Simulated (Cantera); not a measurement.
Input: 1 mol SiCl4, 2.9 mol Cl2, 5.3 mol H2, equilibrated at 1500 K and 0.890 bar.

These are equilibrium values from Cantera (NASA tables, ideal gas, pure condensed phases), not measurements of a reactor. Candidate condensed phases: Si; 19 gas species. The tables' values for SiCl3 are old estimates; treat these amounts as uncertain. Equilibrium is a limit: real reactors are often held back by kinetics, nucleation or transport.

Base state: HCl 0.645, H2 0.247, SiCl4 0.0916, SiCl3 0.00947, SiHCl3 0.00364, SiCl2 0.00311, SiH2Cl2 2.30e-5, Cl 1.95e-5 (mole fractions); condensed: gas only.

Task: What changes in the equilibrium state with this change: pressure from 0.890 bar to 0.220 bar?

Result: 
```
species   before    after
-------  -------  -------
HCl        0.645    0.658
H2         0.247    0.236
SiCl4     0.0916   0.0784
SiCl3    0.00947   0.0156
SiCl2    0.00311  0.00986
Cl       1.95e-5  4.10e-5
H        9.28e-6  1.82e-5
SiH2Cl2  2.30e-5  1.72e-5
SiHCl3   0.00364  0.00291
```
